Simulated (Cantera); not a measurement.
A diamond (100) surface in a fixed gas of H2 with x(CH4) = 0.0029, x(CH3) = 1.1e-05, at 1225 K, 0.0987 atm; coverages are run to steady state.

Computed with Cantera and the Harris–Goodwin 1993 mechanism for the reconstructed diamond (100) surface.

One state of this run: growth (µm/h) = 1.09; θ c6HH = 0.421; θ c6H* = 0.0423; θ c6*H = 0.502; θ c6** = 0.0352; θ c6HM = 4.48e-5. θ: site fractions in the mechanism's names (c6HH fully hydrogenated, c6H* and c6*H radical sites, c6** diradical, c6HM methylated).

Question: Which value of x(H) does it belong to?
A. 0.00022
B. 0.023
C. 0.0001
D. 0.049

Answer: D, 0.049
